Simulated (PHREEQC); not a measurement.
Solution (5 °C): 6.1 mmol/kgw NiCl2, 1 mmol/kgw H3BO3 and 18 mmol/kgw HCl. Closed to the air; pH follows from the charge balance.

All values are PHREEQC results (ion-association model, wateq4f.dat), not measurements.

Question: The ionic strength comes out as 0.0358 mol/kgw. What activity coefficients do Cl-, NiCl+, H+, Ni+2 get?

Answer: Cl- 0.84, NiCl+ 0.85, H+ 0.87, Ni+2 0.51.

Precipitation was switched off in this run. Species that the database lacks are ignored. Constants without temperature data keep their 25 °C values here.
